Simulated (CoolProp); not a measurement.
The numbers come from the reference Helmholtz-energy equation of state, Platzer 1990 in CoolProp. This equation is an older, rougher fit.

Problem. For c-C4F8 (RC318), give the phase and the density (kg/m³), cp (kJ/(kg K)), cv (kJ/(kg K)), speed of sound (m/s) at 68.75 °C and 6.24 bar; 121.45 °C and 6.24 bar; 191.75 °C and 6.24 bar.

Solution. 
- 68.75 °C and 6.24 bar: gas; density 50.4, cp 0.903, cv 0.824, speed of sound 108
- 121.45 °C and 6.24 bar: gas; density 41.1, cp 0.946, cv 0.886, speed of sound 122
- 191.75 °C and 6.24 bar: gas; density 33.6, cp 1.01, cv 0.963, speed of sound 137
